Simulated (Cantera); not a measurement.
Charge: 1 mol Fe2O3, 8 mol CO, 8.6 mol N2, at 1775 K and 1350 Torr.

These are equilibrium values from Cantera (NASA tables, ideal gas, pure condensed phases), not measurements of a reactor. Candidate condensed phases: C, Fe, Fe(CO)5, FeO, Fe2O3, Fe3O4; 27 gas species. The tables' stoichiometric FeO is somewhat more stable than real wüstite, so its field is too wide. FeO: taken at fixed stoichiometry. Rates play no part.

Base state: N2 0.518, CO 0.422, CO2 0.0602 (mole fractions); condensed: FeO(l).

Question: What changes in the equilibrium state with this change: temperature from 1775 K to 1550 K?

Answer: 
```tsv
species	before	after
N2	0.518	0.518
CO	0.422	0.417
CO2	0.0602	0.0654
FeO(l), mol	2.00	0
Fe(γ), mol	0	0.0848
FeO(s), mol	0	1.92
```
Mutual solubility and eutectic melting of coexisting phases are not modelled.
